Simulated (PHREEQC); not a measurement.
Synthetic water in mg/L, 25 °C, pH 8.09, pe -1.9:

```tsv
constituent	mg/L
Na	2980
K	123
Ca	376
Mg	90.8
Cl	4350
S(6) as SO4	1560
Alkalinity as HCO3	0.982
Zn	1.71
Li	0.674
Fe(2)	1.64
```

Valence states are taken as typed.

Model: ion-association model, phreeqc.dat, run in PHREEQC.

### Question
The ionic strength comes out as 0.174 mol/kgw. What activity coefficients do Fe+2, Li+, Zn+2, Ca+2, KSO4- get?

### Answer
Fe+2 0.34, Li+ 0.76, Zn+2 0.31, Ca+2 0.33, KSO4- 0.76.

This is a speciation only: nothing precipitates in the calculation.
